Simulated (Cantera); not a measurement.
# Catalytic stagnation flow on Pt

A jet of CH4 : O2 : N2 = 0.018 : 0.057 : 0.79 (molar parts), equivalence ratio 0.63 at 300 K and 44000 Pa hits a platinum plate 6.6 cm away at a mass flux of 0.091 kg/m²/s; the plate temperature is set and raised in steps from an oxygen-covered start.

Detailed kinetics in Cantera: Deutschmann's 1995 Pt surface mechanism with GRI-Mech 3.0 gas chemistry. Catalytic surfaces can have several steady states; this one follows from the mechanism file's or the stated starting coverage.

```json
[
 {"plate T (K)": "950", "wall x CH4": "0.00449", "wall x O2": "0.0314", "wall x H2O": "0.0303", "wall x OH": "4.72e-8", "wall x CO": "2.25e-6", "wall x CO2": "0.0199", "θ free Pt": "0.246", "θ O*": "0.752", "θ OH*": "0.00269"},
 {"plate T (K)": "1000", "wall x CH4": "0.00284", "wall x O2": "0.0279", "wall x H2O": "0.0333", "wall x OH": "1.21e-7", "wall x CO": "1.93e-6", "wall x CO2": "0.0219", "θ free Pt": "0.317", "θ O*": "0.681", "θ OH*": "0.00253"},
 {"plate T (K)": "1050", "wall x CH4": "0.00194", "wall x O2": "0.0260", "wall x H2O": "0.0349", "wall x OH": "2.79e-7", "wall x CO": "1.75e-6", "wall x CO2": "0.0230", "θ free Pt": "0.387", "θ O*": "0.611", "θ OH*": "0.00230"},
 {"plate T (K)": "1100", "wall x CH4": "0.00141", "wall x O2": "0.0249", "wall x H2O": "0.0358", "wall x OH": "5.92e-7", "wall x CO": "1.67e-6", "wall x CO2": "0.0236", "θ free Pt": "0.454", "θ O*": "0.544", "θ OH*": "0.00204"},
 {"plate T (K)": "1150", "wall x CH4": "0.00108", "wall x O2": "0.0243", "wall x H2O": "0.0362", "wall x OH": "1.17e-6", "wall x CO": "1.68e-6", "wall x CO2": "0.0239", "θ free Pt": "0.519", "θ O*": "0.479", "θ OH*": "0.00179"},
 {"plate T (K)": "1200", "wall x CH4": "0.000855", "wall x O2": "0.0241", "wall x H2O": "0.0365", "wall x OH": "2.16e-6", "wall x CO": "1.78e-6", "wall x CO2": "0.0240", "θ free Pt": "0.579", "θ O*": "0.419", "θ OH*": "0.00156"},
 {"plate T (K)": "1250", "wall x CH4": "0.000614", "wall x O2": "0.0240", "wall x H2O": "0.0367", "wall x OH": "3.81e-6", "wall x CO": "2.52e-6", "wall x CO2": "0.0239", "θ free Pt": "0.635", "θ O*": "0.364", "θ OH*": "0.00135"}
]
```
x: mole fraction at the wall; θ: surface coverage.
